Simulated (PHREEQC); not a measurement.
Solution (25 °C and 50 atm): 0.0015 mol MgCl2 and 5.7e-05 mol NaCl per kg of water. Closed to the air; pH follows from the charge balance.

All values are PHREEQC results (Pitzer model, pitzer.dat), not measurements.

Precipitation was switched off in this run.

### Question
What specific conductance, osmotic coefficient does the model give?

### Answer
specific conductance 368 µS/cm; osmotic coefficient 0.955.

Under pressure, the constants of complexes without a molar volume in the database are unreliable.
